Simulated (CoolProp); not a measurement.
The fluoroketone C6F12O (FK-5-1-12) at several states: density (kg/m³) from the reference equation and from simpler models built on Tc = 441.8 K, pc = 1.869 MPa, ω = 0.471; each cubic takes its own stable root.

Model: reference Helmholtz-energy equation of state, McLinden 2015, in CoolProp.

| T (K) | p (MPa) | phase | reference |
|---|---|---|---|
| 201.6 | 1.4 | liquid | 1873 |
| 178.8 | 2.45 | liquid | 1936 |
| 448.2 | 0.463 | gas | 42.97 |
| 401.2 | 0.148 | gas | 14.61 |

### Question
How far does each simpler model (van der Waals, Redlich-Kwong, Peng-Robinson) lie from the reference over these 4 states: mean and median of the absolute difference, and the worst?

### Answer
- van der Waals: mean 21.5 %, median 21.5 %, worst -42.1 % at 178.8 K and 2.45 MPa
- Redlich-Kwong: mean 7.2 %, median 7.2 %, worst -14.4 % at 178.8 K and 2.45 MPa
- Peng-Robinson: mean 0.6 %, median 0.5 %, worst -1.4 % at 178.8 K and 2.45 MPa
